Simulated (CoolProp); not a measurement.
Saturation properties of carbon dioxide.

Model: reference Helmholtz-energy equation of state, Span 1996, in CoolProp.

| T (°C) | p (MPa) | liquid density (kg/m³) | enthalpy of vaporisation (kJ/kg) | vapour Z | surface tension (mN/m) | liquid conductivity (mW/(m K)) |
|---|---|---|---|---|---|---|
| -50.55 | 0.6672 | 1157 | 340.6 | 0.9044 | 15.1 | 170 |
| -41.65 | 0.9448 | 1123 | 325.4 | 0.8783 | 13.1 | 159 |
| -32.65 | 1.305 | 1087 | 308.7 | 0.8477 | 11.1 | 148 |
| -23.65 | 1.757 | 1048 | 290.4 | 0.8124 | 9.13 | 137 |
| -14.65 | 2.315 | 1006 | 270.1 | 0.7718 | 7.29 | 126 |
| -5.75 | 2.984 | 960.3 | 247.4 | 0.7255 | 5.55 | 116 |
| 3.25 | 3.795 | 907.4 | 220.7 | 0.6708 | 3.90 | 105 |
| 12.25 | 4.759 | 843.9 | 188.3 | 0.6048 | 2.39 | 94.5 |
| 21.25 | 5.899 | 759.6 | 144.9 | 0.5188 | 1.05 | 83.9 |

Thermal conductivity comes from a separate model (Huber 2016). Surface tension comes from a separate correlation (Mulero 2012).
